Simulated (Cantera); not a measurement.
# Hydrocarbon pyrolysis for carbon deposition

An isothermal, constant-pressure homogeneous reactor starts with 4.00 % C2H6, 96.0 % N2, at 1623 K and 101000 Pa.

Computed with Cantera and GRI-Mech 3.0 (53 species, 325 reactions). GRI-Mech 3.0 stops at C3 and has no aromatics, soot or wall deposition, so with more carbon than oxygen in the feed, carbon stays in small species such as C2H2 where larger ones or solid carbon would form.

| t (s) | x C2H6 | x CH2 | x C2H | x C2H2 | x C2H4 | x H | x CH3 |
|---|---|---|---|---|---|---|---|
| 9.00e-6 | 0.0376 | 2.62e-6 | 1.08e-10 | 2.47e-6 | 0.000856 | 5.71e-5 | 0.00211 |
| 6.84e-5 | 0.0153 | 4.82e-6 | 6.18e-8 | 0.00235 | 0.0169 | 0.000132 | 0.00225 |
| 0.000520 | 0.000144 | 1.80e-7 | 7.54e-8 | 0.0206 | 0.0113 | 4.52e-5 | 0.000218 |
| 0.00395 | 6.40e-6 | 1.28e-8 | 2.77e-8 | 0.0296 | 0.00229 | 1.38e-5 | 5.59e-5 |
| 0.0300 | 5.13e-6 | 1.17e-8 | 2.99e-8 | 0.0320 | 0.000218 | 1.46e-5 | 5.09e-5 |
| 0.228 | 1.79e-6 | 7.13e-9 | 3.21e-8 | 0.0340 | 0.000218 | 1.62e-5 | 3.04e-5 |
| 1.73 | 1.41e-7 | 1.97e-9 | 3.49e-8 | 0.0361 | 0.000238 | 1.83e-5 | 8.08e-6 |
| 13.2 | 6.45e-8 | 1.20e-9 | 3.54e-8 | 0.0364 | 0.000242 | 1.86e-5 | 4.90e-6 |
| 100 | 6.45e-8 | 1.20e-9 | 3.54e-8 | 0.0364 | 0.000242 | 1.86e-5 | 4.89e-6 |
x: mole fraction; the columns are a selection and need not sum to one.

Equilibrium at this temperature and pressure: C2H6 1.92e-8, CH2 6.52e-10, C2H 1.03e-8, C2H2 0.0106, C2H4 7.12e-5, H 1.87e-5, CH3 2.67e-6 (gas phase only).
